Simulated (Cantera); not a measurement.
A Cantera script and its output.

```python
import numpy as np
import cantera as ct

gas = ct.Solution("gri30.yaml")
gas.TPX = 1300, 10000, {'N2O': 1, 'H2O': 0.14}
reactor = ct.IdealGasConstPressureReactor(gas, energy="off", clone=False)
net = ct.ReactorNet([reactor])
net.rtol, net.atol = 1e-08, 1e-18
show = ['N2O', 'H2O', 'H2', 'O', 'NO', 'H']
times = np.geomspace(5e-06, 200, 12)

steps = ct.SolutionArray(gas, extra=["t"])
rows = []
print(f"{'t/s':>10s}{'T/K':>9s}{'P/Pa':>11s}" + "".join(f"{s:>11s}" for s in show))
for t in times:
    while net.time < t:
        t_next = net.step()
        steps.append(gas.state, t=t_next)
    rows.append([np.interp(t, steps.t, y) for y in (steps.T, steps.P, *steps(*show).X.T)])
    print(f"{t:10.3e}{rows[-1][0]:9.1f}{rows[-1][1]:11.4g}" + "".join(f"{x:11.3e}" for x in rows[-1][2:]))
rate = np.gradient(steps.T, steps.t)
print("integrator steps:", len(steps.t))
if steps.T.max() > steps.T[0] + 200:
    print(f"time of steepest temperature rise: {steps.t[rate.argmax()]:.4e} s")
gas.TPX = 1300, 10000, {'N2O': 1, 'H2O': 0.14}
gas.equilibrate("TP")
print(f"equilibrium (TP): T = {gas.T:.1f} K  " + "  ".join(f"{s} {gas[s].X[0]:.3e}" for s in show))
```

It prints:

```
       t/s      T/K       P/Pa        N2O        H2O         H2          O         NO          H
 5.000e-06   1300.0      1e+04  8.772e-01  1.228e-01  1.308e-15  1.171e-06  1.808e-08  2.818e-13
 2.455e-05   1300.0      1e+04  8.772e-01  1.228e-01  1.748e-12  4.609e-06  3.752e-07  6.367e-11
 1.205e-04   1300.0      1e+04  8.771e-01  1.228e-01  6.585e-10  9.757e-06  5.071e-06  2.636e-09
 5.919e-04   1300.0      1e+04  8.768e-01  1.228e-01  4.664e-08  1.027e-05  3.419e-05  1.843e-08
 2.906e-03   1300.0      1e+04  8.751e-01  1.227e-01  6.882e-07  1.039e-05  1.724e-04  4.243e-08
 1.427e-02   1300.0      1e+04  8.670e-01  1.223e-01  1.470e-06  1.035e-05  7.879e-04  4.559e-08
 7.007e-02   1300.0      1e+04  8.284e-01  1.207e-01  8.337e-07  9.818e-06  3.659e-03  4.026e-08
 3.441e-01   1300.0      1e+04  6.714e-01  1.140e-01  5.655e-07  9.033e-06  1.591e-02  3.804e-08
 1.689e+00   1300.0      1e+04  2.822e-01  9.738e-02  6.281e-07  7.873e-06  4.582e-02  4.887e-08
 8.295e+00   1300.0      1e+04  1.412e-02  8.594e-02  3.976e-07  3.050e-06  6.346e-02  2.105e-08
 4.073e+01   1300.0      1e+04  2.362e-06  8.537e-02  4.524e-08  2.949e-07  6.343e-02  7.509e-10
 2.000e+02   1300.0      1e+04  7.091e-07  8.537e-02  4.519e-08  2.945e-07  6.336e-02  7.494e-10
integrator steps: 1884
equilibrium (TP): T = 1300.0 K  N2O 7.774e-09  H2O 8.536e-02  H2 4.272e-08  O 3.108e-07  NO 4.216e-04  H 7.279e-10
```

Computed with Cantera and GRI-Mech 3.0 (53 species, 325 reactions). GRI-Mech 3.0 was tuned for natural gas; its chemistry of N2O as a main component is partial and can be far from experiment. The mechanism lacks the step 2 NO + O2 → 2 NO2, which can matter for NO2 below about 1400 K. The temperature is held fixed by assumption; the heat of reaction is taken as removed at once.
